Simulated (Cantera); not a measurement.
Feed: 1 mol CH3F, 0.87 mol F2, equilibrated at 1300 K and 0.0113 Torr.

Cantera equilibrium calculation (NASA polynomials, part measured and part estimated; ideal gas, pure solids and liquids). Candidate condensed phases: C, C6H6, C7H8, C8H18; 95 gas species. The numbers say what is thermodynamically allowed, not how fast it happens.

Base state: HF 0.955, H2 0.0453, H 6.08e-5 (mole fractions); condensed: C(graphite).

Question: What changes in the equilibrium state with this change: 0.021 mol CH4 added?

Answer: 
```
species            before    after
----------------  -------  -------
HF                  0.955    0.941
H2                 0.0453   0.0590
H                 6.08e-5  6.94e-5
C(graphite), mol     1.00     1.02
```

Question: What changes in the equilibrium state with this change: CH3F replaced by CH2F2?

Answer: 
```tsv
species	before	after
HF	0.955	0.821
CF4	<1e-9	0.179
CF2	<1e-9	0.000147
H2	0.0453	<1e-9
H	6.08e-5	3.25e-9
F	6.67e-9	0.000107
C(graphite), mol	1.00	0.565
```
Gases not in the tables: C2F6 and larger saturated fluorocarbons.
